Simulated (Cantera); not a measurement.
A closed system holds: 1 mol Al2O3, 22 mol Cl2, at 525 °C and 7.30 mbar.

Method: chemical equilibrium by Gibbs-energy minimisation in Cantera with the NASA 1993 tables (ideal gas, pure condensed phases). Candidate condensed phases: Al, AlCl3, Al2O3; 17 gas species. Condensed phases not in the tables: AlOCl. Equilibrium is a limit: real reactors are often held back by kinetics, nucleation or transport.

Base state: Cl2 1.000, Cl 0.000105 (mole fractions); condensed: Al2O3(s).

**Question.** What changes in the equilibrium state with this change: Al2O3 replaced by Fe2O3?

**Answer.** 
```csv
species,before,after
Cl2,1.000,0.988
FeCl3,0,0.00681
O2,9.22e-7,0.00518
Fe2Cl6,0,4.41e-5
Cl,0.000105,0.000104
"Al2O3(s), mol",1.000,0
"Fe2O3(s), mol",0,0.924
```
Condensed phases not in the tables: FeOCl. Further candidate phases: Fe, FeCl2, FeCl3, FeO, Fe2O3, Fe3O4.
